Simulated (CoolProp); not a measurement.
Decamethyltetrasiloxane (MD2M) along the isotherm 326.85 °C: density (kg/m³) from the reference equation and from simpler models built on Tc = 326.2 °C, pc = 1.144 MPa, ω = 0.635; each cubic takes its own stable root.

Values from CoolProp's reference Helmholtz-energy equation of state, Thol 2017.

```json
[
 {"p (MPa)": "0.0381", "phase": "gas", "reference": "2.399", "van der Waals": "2.397", "Peng-Robinson": "2.403"},
 {"p (MPa)": "0.0763", "phase": "gas", "reference": "4.857", "van der Waals": "4.849", "Peng-Robinson": "4.876"},
 {"p (MPa)": "0.114", "phase": "gas", "reference": "7.339", "van der Waals": "7.321", "Peng-Robinson": "7.383"},
 {"p (MPa)": "0.153", "phase": "gas", "reference": "9.967", "van der Waals": "9.936", "Peng-Robinson": "10.05"},
 {"p (MPa)": "0.191", "phase": "gas", "reference": "12.59", "van der Waals": "12.54", "Peng-Robinson": "12.72"},
 {"p (MPa)": "0.229", "phase": "gas", "reference": "15.28", "van der Waals": "15.21", "Peng-Robinson": "15.48"},
 {"p (MPa)": "0.267", "phase": "gas", "reference": "18.05", "van der Waals": "17.95", "Peng-Robinson": "18.32"},
 {"p (MPa)": "0.305", "phase": "gas", "reference": "20.89", "van der Waals": "20.76", "Peng-Robinson": "21.25"},
 {"p (MPa)": "0.343", "phase": "gas", "reference": "23.81", "van der Waals": "23.64", "Peng-Robinson": "24.29"},
 {"p (MPa)": "0.381", "phase": "gas", "reference": "26.82", "van der Waals": "26.61", "Peng-Robinson": "27.43"},
 {"p (MPa)": "0.419", "phase": "gas", "reference": "29.94", "van der Waals": "29.67", "Peng-Robinson": "30.68"},
 {"p (MPa)": "0.458", "phase": "gas", "reference": "33.24", "van der Waals": "32.91", "Peng-Robinson": "34.16"},
 {"p (MPa)": "0.496", "phase": "gas", "reference": "36.57", "van der Waals": "36.17", "Peng-Robinson": "37.68"},
 {"p (MPa)": "0.534", "phase": "gas", "reference": "40.04", "van der Waals": "39.56", "Peng-Robinson": "41.36"},
 {"p (MPa)": "0.572", "phase": "gas", "reference": "43.65", "van der Waals": "43.07", "Peng-Robinson": "45.20"}
]
```
